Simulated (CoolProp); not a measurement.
Vapour-liquid equilibrium of cis-2-butene (1) + acetone (2) at 213 kPa; x and y are mole fractions of (1).

Model: multi-fluid Helmholtz-energy mixture model, Lemmon 2005 and Lemmon 2006; pair parameters Bell 2016, in CoolProp.

```json
[
 {"x": "0.05", "bubble temperature (°C)": "[?]", "y at the bubble point": "0.318", "dew temperature at overall composition x (°C)": "77.9", "liquid density (mol/L)": "12.49"},
 {"x": "0.125", "bubble temperature (°C)": "54.8", "y at the bubble point": "0.580", "dew temperature at overall composition x (°C)": "75.3", "liquid density (mol/L)": "12.52"},
 {"x": "0.2", "bubble temperature (°C)": "46.1", "y at the bubble point": "0.708", "dew temperature at overall composition x (°C)": "72.6", "liquid density (mol/L)": "12.46"},
 {"x": "0.275", "bubble temperature (°C)": "40.5", "y at the bubble point": "0.777", "dew temperature at overall composition x (°C)": "69.6", "liquid density (mol/L)": "12.35"},
 {"x": "0.35", "bubble temperature (°C)": "[?]", "y at the bubble point": "[?]", "dew temperature at overall composition x (°C)": "66.4", "liquid density (mol/L)": "[?]"},
 {"x": "0.425", "bubble temperature (°C)": "34.2", "y at the bubble point": "0.844", "dew temperature at overall composition x (°C)": "63.0", "liquid density (mol/L)": "12.05"},
 {"x": "0.5", "bubble temperature (°C)": "32.3", "y at the bubble point": "0.863", "dew temperature at overall composition x (°C)": "59.2", "liquid density (mol/L)": "11.88"},
 {"x": "0.575", "bubble temperature (°C)": "30.9", "y at the bubble point": "0.878", "dew temperature at overall composition x (°C)": "55.0", "liquid density (mol/L)": "11.71"},
 {"x": "0.65", "bubble temperature (°C)": "29.8", "y at the bubble point": "[?]", "dew temperature at overall composition x (°C)": "50.3", "liquid density (mol/L)": "11.55"},
 {"x": "0.725", "bubble temperature (°C)": "28.7", "y at the bubble point": "0.905", "dew temperature at overall composition x (°C)": "44.8", "liquid density (mol/L)": "11.40"},
 {"x": "0.8", "bubble temperature (°C)": "27.7", "y at the bubble point": "0.922", "dew temperature at overall composition x (°C)": "38.4", "liquid density (mol/L)": "11.27"},
 {"x": "0.875", "bubble temperature (°C)": "26.6", "y at the bubble point": "0.944", "dew temperature at overall composition x (°C)": "31.2", "liquid density (mol/L)": "[?]"},
 {"x": "0.95", "bubble temperature (°C)": "25.6", "y at the bubble point": "0.973", "dew temperature at overall composition x (°C)": "26.4", "liquid density (mol/L)": "11.04"}
]
```

Question: Fill in the missing entries.

Answer: 
- 0.05, bubble temperature (°C): 67.8
- 0.35, bubble temperature (°C): 36.7
- 0.35, y at the bubble point: 0.817
- 0.35, liquid density (mol/L): 12.21
- 0.65, y at the bubble point: 0.891
- 0.875, liquid density (mol/L): 11.14

No azeotrope shows between x = 0.05 and 0.95.

Pair parameters are fitted to limited data, so mixtures are less certain than the pure fluids. With so large a gap from Raoult's law the liquid may split in two, which this calculation doesn't test in full.
